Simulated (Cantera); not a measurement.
What does this Cantera script print?

```python
import numpy as np
import cantera as ct

gas = ct.Solution("SiF4_NH3_mec.yaml", "gas")
gas.TPX = 2350, 27000, {'NH3': 1, 'N2': 0.16}
reactor = ct.IdealGasConstPressureReactor(gas, energy="off", clone=False)
net = ct.ReactorNet([reactor])
net.rtol, net.atol = 1e-08, 1e-18
show = ['NH3', 'H2', 'N', 'NH2', 'NH']
times = np.geomspace(4e-06, 20, 14)

steps = ct.SolutionArray(gas, extra=["t"])
rows = []
print(f"{'t/s':>10s}{'T/K':>9s}{'P/Pa':>11s}" + "".join(f"{s:>11s}" for s in show))
for t in times:
    while net.time < t:
        t_next = net.step()
        steps.append(gas.state, t=t_next)
    rows.append([np.interp(t, steps.t, y) for y in (steps.T, steps.P, *steps(*show).X.T)])
    print(f"{t:10.3e}{rows[-1][0]:9.1f}{rows[-1][1]:11.4g}" + "".join(f"{x:11.3e}" for x in rows[-1][2:]))
rate = np.gradient(steps.T, steps.t)
print("integrator steps:", len(steps.t))
if steps.T.max() > steps.T[0] + 200:
    print(f"time of steepest temperature rise: {steps.t[rate.argmax()]:.4e} s")
gas.TPX = 2350, 27000, {'NH3': 1, 'N2': 0.16}
gas.equilibrate("TP")
print(f"equilibrium (TP): T = {gas.T:.1f} K  " + "  ".join(f"{s} {gas[s].X[0]:.3e}" for s in show))
```

It prints:

```
       t/s      T/K       P/Pa        NH3         H2          N        NH2         NH
 4.000e-06   2350.0    2.7e+04  8.614e-01  2.442e-04  4.799e-10  4.928e-04  4.668e-07
 1.310e-05   2350.0    2.7e+04  8.597e-01  8.325e-04  1.859e-08  1.603e-03  6.871e-06
 4.292e-05   2350.0    2.7e+04  8.540e-01  3.530e-03  1.933e-07  4.489e-03  4.270e-05
 1.406e-04   2350.0    2.7e+04  8.323e-01  1.983e-02  9.647e-07  6.124e-03  7.884e-05
 4.606e-04   2350.0    2.7e+04  7.645e-01  7.493e-02  2.971e-06  5.243e-03  9.600e-05
 1.509e-03   2350.0    2.7e+04  5.903e-01  2.159e-01  6.194e-06  3.927e-03  1.090e-04
 4.942e-03   2350.0    2.7e+04  2.882e-01  4.598e-01  8.707e-06  2.269e-03  9.795e-05
 1.619e-02   2350.0    2.7e+04  4.293e-02  6.569e-01  1.015e-05  6.221e-04  5.590e-05
 5.303e-02   2350.0    2.7e+04  5.828e-05  6.790e-01  3.029e-06  4.989e-06  2.750e-06
 1.737e-01   2350.0    2.7e+04  3.893e-06  6.776e-01  2.681e-07  3.660e-07  2.217e-07
 5.690e-01   2350.0    2.7e+04  1.271e-06  6.776e-01  8.754e-08  1.195e-07  7.238e-08
 1.864e+00   2350.0    2.7e+04  1.021e-06  6.776e-01  7.033e-08  9.603e-08  5.816e-08
 6.106e+00   2350.0    2.7e+04  1.020e-06  6.776e-01  7.027e-08  9.594e-08  5.810e-08
 2.000e+01   2350.0    2.7e+04  1.020e-06  6.776e-01  7.027e-08  9.594e-08  5.810e-08
integrator steps: 1939
equilibrium (TP): T = 2350.0 K  NH3 1.020e-06  H2 6.776e-01  N 7.027e-08  NH2 9.594e-08  NH 5.810e-08
```

Computed with Cantera and the gas-phase N/H chemistry of the illustrative SiF4/NH3 mechanism in the Surface Chemkin manual (1991). Walls and surfaces, which speed up NH3 decomposition in real reactors, are not modelled.
